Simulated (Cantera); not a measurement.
Input: 1 mol Si(CH₃)₄, 0.0093 mol C₂H₄, 1 mol H₂, equilibrated at 1.33 mbar.

Equilibrium computed with Cantera from the NASA thermochemical tables; the gas is ideal and each condensed phase is pure. Candidate condensed phases: C, C₆H₆, C₇H₈, C₈H₁₈, Si, SiC; 87 gas species. Rates play no part.

Q: At 1427 °C, list the 3 most abundant gas species with their mole fractions, and the condensed phases.

A: H₂ 0.996, H 0.00403, C₂H₂ (acetylene) 7.31e-5. Condensed: C(graphite) + SiC(s).
